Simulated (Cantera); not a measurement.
## Ignition delay

Mixture: CO : H₂ : CH₄ : O₂ : N₂ = 1 : 0.5 : 0.7 : 5.37 : 20.2 (molar parts), equivalence ratio 0.40, at 0.434 atm, adiabatic and at constant volume. Ignition delay is the time to a rise of 400 K.

Computed with Cantera and GRI-Mech 3.0 (53 species, 325 reactions). Below about 1000 K GRI-Mech 3.0 lacks low-temperature oxidation paths.

```json
[
 {"T0 (K)": "950", "delay (ms)": "18.6"},
 {"T0 (K)": "1000", "delay (ms)": "8.79"},
 {"T0 (K)": "1050", "delay (ms)": "4.80"},
 {"T0 (K)": "1100", "delay (ms)": "2.86"},
 {"T0 (K)": "1150", "delay (ms)": "1.82"},
 {"T0 (K)": "1200", "delay (ms)": "1.22"},
 {"T0 (K)": "1250", "delay (ms)": "0.866"},
 {"T0 (K)": "1300", "delay (ms)": "0.638"},
 {"T0 (K)": "1350", "delay (ms)": "0.485"}
]
```

```
Quantity                                                Value
--------------------------------------------------  ---------
apparent activation energy between 1250 and 1350 K  81 kJ/mol
```
